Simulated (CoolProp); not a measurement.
Model: reference Helmholtz-energy equation of state, Lemmon 2016, in CoolProp.

Problem. For R227EA, give the phase and the density (kg/m³), isothermal compressibility (1/MPa), expansivity (1/kK), fugacity coefficient at -51.35 °C and 0.372 MPa.

Solution. 
- -51.35 °C and 0.372 MPa: liquid; density 1660, isothermal compressibility 0.00157, expansivity 1.88, fugacity coefficient 0.0450
